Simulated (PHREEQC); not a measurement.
A PHREEQC input (ion-association model, phreeqc.dat):

```
SOLUTION 1
  temp 20
  units mg/kgw
  pH 12.5
  pe -1.1
  Na 376
  K 52.1
  Ca 237
  Mg 60
  Cl 743
  S(6) 109 as SO4
  Alkalinity 626 as HCO3
  Zn 7.69
END
USE solution 1
EQUILIBRIUM_PHASES 1
  CO2(g) -3.4 10
END
```

It stops with these messages:

```
WARNING: Maximum iterations exceeded, 100
WARNING: Maximum iterations exceeded, 100
WARNING: The program has failed to converge to a numerical solution.
ERROR:           Alkalinity has not converged. Total: 1.025908e-02	Calculated: 2.720281e-02	Residual: -1.694372e-02
ERROR: Is non-carbonate alkalinity greater than total alkalinity?
ERROR:                   Ca has not converged. Total: 5.913174e-03	Calculated: 8.138396e-04	Residual: 5.099334e-03
ERROR:                   Cl has not converged. Total: 2.095732e-02	Calculated: 1.917544e-03	Residual: 1.903978e-02
ERROR:                    K has not converged. Total: 1.332413e-03	Calculated: 1.578844e-03	Residual: -2.464310e-04
ERROR:                   Mg has not converged. Total: 2.467917e-03	Calculated: 1.245930e-03	Residual: 1.221987e-03
ERROR:                   Na has not converged. Total: 1.635508e-02	Calculated: 1.919433e-02	Residual: -2.839252e-03
ERROR:                 S(6) has not converged. Total: 1.134660e-03	Calculated: 5.600864e-04	Residual: 5.745738e-04
ERROR:                   Zn has not converged. Total: 1.176381e-04	Calculated: 9.879485e-05	Residual: 1.884321e-05
ERROR:                   Mu Ionic strength has not converged. 	Residual: 3.063950e-03
ERROR:               A(H2O) Activity of water has not converged. 	Residual: 8.630653e-04
ERROR: Model failed to converge for initial solution  1.
```

Task: Why does the run stop?

Result: The fault: pH typed as 12.5 with the alkalinity kept. The line should read `pH 7.04` where the input has `pH 12.5`. With the mend the run ends at pH 8.94 and ionic strength 0.0393 mol/kgw.
